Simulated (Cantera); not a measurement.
What does this Cantera script print?

```python
import numpy as np
import cantera as ct

gas = ct.Solution("gri30.yaml")
gas.TPX = 1075, 2666, {'H2': 0.022, 'O2': 1}
reactor = ct.IdealGasConstPressureReactor(gas, energy="off", clone=False)
net = ct.ReactorNet([reactor])
net.rtol, net.atol = 1e-08, 1e-18
show = ['H2', 'O2', 'H', 'H2O', 'OH', 'O', 'H2O2']
times = np.geomspace(9e-06, 20, 15)

steps = ct.SolutionArray(gas, extra=["t"])
rows = []
print(f"{'t/s':>10s}{'T/K':>9s}{'P/Pa':>11s}" + "".join(f"{s:>11s}" for s in show))
for t in times:
    while net.time < t:
        t_next = net.step()
        steps.append(gas.state, t=t_next)
    rows.append([np.interp(t, steps.t, y) for y in (steps.T, steps.P, *steps(*show).X.T)])
    print(f"{t:10.3e}{rows[-1][0]:9.1f}{rows[-1][1]:11.4g}" + "".join(f"{x:11.3e}" for x in rows[-1][2:]))
rate = np.gradient(steps.T, steps.t)
print("integrator steps:", len(steps.t))
if steps.T.max() > steps.T[0] + 200:
    print(f"time of steepest temperature rise: {steps.t[rate.argmax()]:.4e} s")
gas.TPX = 1075, 2666, {'H2': 0.022, 'O2': 1}
gas.equilibrate("TP")
print(f"equilibrium (TP): T = {gas.T:.1f} K  " + "  ".join(f"{s} {gas[s].X[0]:.3e}" for s in show))
```

It prints:

```
       t/s      T/K       P/Pa         H2         O2          H        H2O         OH          O       H2O2
 9.000e-06   1075.0       2666  2.153e-02  9.785e-01  2.227e-11  8.066e-14  2.490e-12  2.539e-12  1.162e-16
 2.556e-05   1075.0       2666  2.153e-02  9.785e-01  5.369e-11  1.631e-12  1.707e-11  1.804e-11  9.383e-16
 7.260e-05   1075.0       2666  2.153e-02  9.785e-01  1.145e-10  2.801e-11  9.586e-11  1.118e-10  7.591e-15
 2.062e-04   1075.0       2666  2.153e-02  9.785e-01  2.931e-10  3.994e-10  4.673e-10  6.637e-10  6.156e-14
 5.856e-04   1075.0       2666  2.153e-02  9.785e-01  2.051e-09  7.605e-09  4.175e-09  7.043e-09  5.098e-13
 1.663e-03   1075.0       2666  2.152e-02  9.785e-01  3.280e-07  1.547e-06  6.906e-07  1.201e-06  8.938e-12
 4.724e-03   1075.0       2666  2.207e-03  9.652e-01  3.254e-03  1.670e-02  2.033e-03  1.063e-02  3.258e-07
 1.342e-02   1075.0       2666  1.184e-04  9.706e-01  7.334e-04  2.081e-02  7.303e-04  7.020e-03  8.499e-08
 3.810e-02   1075.0       2666  3.334e-05  9.760e-01  1.117e-04  2.145e-02  3.843e-04  2.044e-03  7.669e-08
 1.082e-01   1075.0       2666  5.765e-06  9.778e-01  8.530e-06  2.166e-02  1.626e-04  3.697e-04  5.633e-08
 3.074e-01   1075.0       2666  8.307e-07  9.782e-01  5.148e-07  2.173e-02  6.406e-05  5.666e-05  2.931e-08
 8.730e-01   1075.0       2666  1.308e-07  9.782e-01  3.559e-08  2.175e-02  2.640e-05  9.506e-06  1.105e-08
 2.479e+00   1075.0       2666  2.541e-08  9.782e-01  3.325e-09  2.175e-02  1.200e-05  1.955e-06  3.551e-09
 7.042e+00   1075.0       2666  6.078e-09  9.782e-01  4.140e-10  2.176e-02  5.988e-06  4.876e-07  1.116e-09
 2.000e+01   1075.0       2666  1.694e-09  9.782e-01  6.332e-11  2.176e-02  3.201e-06  1.395e-07  3.608e-10
integrator steps: 1703
equilibrium (TP): T = 1075.0 K  H2 9.504e-11  O2 9.782e-01  H 8.820e-13  H2O 2.176e-02  OH 7.651e-07  O 7.997e-09  H2O2 2.420e-11
```

Model: GRI-Mech 3.0 (53 species, 325 reactions), integrated in Cantera. Radical loss at walls, strong at low pressure, is not modelled.
